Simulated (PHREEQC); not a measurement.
NaOH is added in steps, without added water, to 1 kg of water holding 0.11 mmol/kgw Ag2SO4, at 20 °C. Oxygen is held at 0.21 atm. The system is closed to CO2. Nothing may precipitate in this run.

Base run: PHREEQC, ion-association model, wateq4f.dat. Each further column changes one thing. The table gives AgOH (mol/kgw).

```csv
NaOH added (mol),base,Davies equation for every ion,all activity coefficients set to 1,Debye-Hückel limiting law,metal-ligand complexes left out
0,2.58e-9,2.58e-9,2.64e-9,2.58e-9,2.59e-9
0.0001025,3.02e-6,3.02e-6,3.16e-6,3.02e-6,3.03e-6
0.000205,5.93e-6,5.93e-6,6.23e-6,5.92e-6,5.94e-6
0.0003075,8.73e-6,8.73e-6,9.20e-6,8.72e-6,8.74e-6
0.00041,1.14e-5,1.14e-5,1.21e-5,1.14e-5,1.14e-5
0.0005125,1.40e-5,1.40e-5,1.49e-5,1.40e-5,1.40e-5
0.000615,1.65e-5,1.65e-5,1.76e-5,1.65e-5,1.65e-5
0.0007175,1.89e-5,1.89e-5,2.02e-5,1.89e-5,1.90e-5
0.00082,2.12e-5,2.13e-5,2.27e-5,2.12e-5,2.13e-5
```

In at least one series the solution becomes supersaturated in solids that the run did not let form, among them Ag2O.
